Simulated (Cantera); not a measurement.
Feed: 1 mol N2O, 0.44 mol O2, 2.8 mol N2, 0.14 mol H2O, at 2650 K and 0.230 bar.

Cantera equilibrium calculation (NASA polynomials, part measured and part estimated; ideal gas, pure solids and liquids). Candidate condensed phases: H2O; 24 gas species. The numbers say what is thermodynamically allowed, not how fast it happens.

Base state: N2 0.752, O2 0.162, NO 0.0253, O 0.0245, H2O 0.0188, OH 0.0132, H 0.00331, H2 0.00115 (mole fractions); condensed: gas only.

Q: What changes in the equilibrium state with this change: pressure from 0.230 bar to 79.0 mbar?

A: 
```
species   before    after
-------  -------  -------
N2         0.752    0.743
O2         0.162    0.153
O         0.0245   0.0405
H2O       0.0188   0.0152
OH        0.0132   0.0153
NO        0.0253   0.0244
H        0.00331  0.00673
H2       0.00115  0.00163
```

Q: What changes in the equilibrium state with this change: H2O from 0.14 to 2.3 mol?

A: 
| species | before | after |
|---|---|---|
| N2 | 0.752 | 0.509 |
| H2O | 0.0188 | 0.264 |
| O2 | 0.162 | 0.111 |
| H2 | 0.00115 | 0.0195 |
| H | 0.00331 | 0.0137 |
| OH | 0.0132 | 0.0450 |
| NO | 0.0253 | 0.0172 |
| O | 0.0245 | 0.0202 |
| HO2 | 5.12e-6 | 1.45e-5 |
